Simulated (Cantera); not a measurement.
# Moist CO burnout

An isothermal, constant-pressure homogeneous reactor starts with CO : O2 : H2O : N2 = 0.002 : 0.069 : 0.062 : 1 (molar parts), equivalence ratio 0.014, at 1400 K and 7500 Torr.

Detailed kinetics in Cantera: GRI-Mech 3.0 (53 species, 325 reactions).

| t (s) | x CO | x O2 | x H2O | x OH | x CO2 | x H | x H2O2 |
|---|---|---|---|---|---|---|---|
| 3.00e-6 | 0.00177 | 0.0609 | 0.0547 | 4.62e-9 | 2.74e-9 | 5.06e-11 | 1.16e-11 |
| 1.14e-5 | 0.00177 | 0.0609 | 0.0547 | 2.61e-8 | 1.60e-8 | 2.91e-10 | 8.57e-11 |
| 4.31e-5 | 0.00177 | 0.0609 | 0.0547 | 1.99e-7 | 2.09e-7 | 2.24e-9 | 7.14e-10 |
| 0.000163 | 0.00175 | 0.0609 | 0.0547 | 9.68e-6 | 1.86e-5 | 1.07e-7 | 4.61e-8 |
| 0.000619 | 0.00108 | 0.0606 | 0.0547 | 3.94e-5 | 0.000687 | 2.99e-7 | 1.28e-7 |
| 0.00235 | 0.000215 | 0.0602 | 0.0547 | 2.61e-5 | 0.00155 | 4.27e-8 | 4.05e-8 |
| 0.00890 | 8.07e-6 | 0.0601 | 0.0548 | 1.23e-5 | 0.00176 | 1.21e-9 | 8.10e-9 |
| 0.0337 | 8.62e-9 | 0.0601 | 0.0548 | 9.41e-6 | 0.00177 | 2.79e-10 | 4.76e-9 |
| 0.128 | 2.25e-9 | 0.0601 | 0.0548 | 9.40e-6 | 0.00177 | 2.78e-10 | 4.75e-9 |
| 0.484 | 2.25e-9 | 0.0601 | 0.0548 | 9.40e-6 | 0.00177 | 2.78e-10 | 4.75e-9 |
| 1.84 | 2.25e-9 | 0.0601 | 0.0548 | 9.40e-6 | 0.00177 | 2.78e-10 | 4.75e-9 |
| 6.96 | 2.25e-9 | 0.0601 | 0.0548 | 9.40e-6 | 0.00177 | 2.78e-10 | 4.75e-9 |
| 26.4 | 2.25e-9 | 0.0601 | 0.0548 | 9.40e-6 | 0.00177 | 2.78e-10 | 4.75e-9 |
| 100 | 2.25e-9 | 0.0601 | 0.0548 | 9.40e-6 | 0.00177 | 2.78e-10 | 4.75e-9 |
x: mole fraction; the columns are a selection and need not sum to one.

Equilibrium at this temperature and pressure: CO 2.25e-9, O2 0.0599, H2O 0.0548, OH 9.39e-6, CO2 0.00177, H 2.78e-10, H2O2 4.74e-9 (gas phase only).
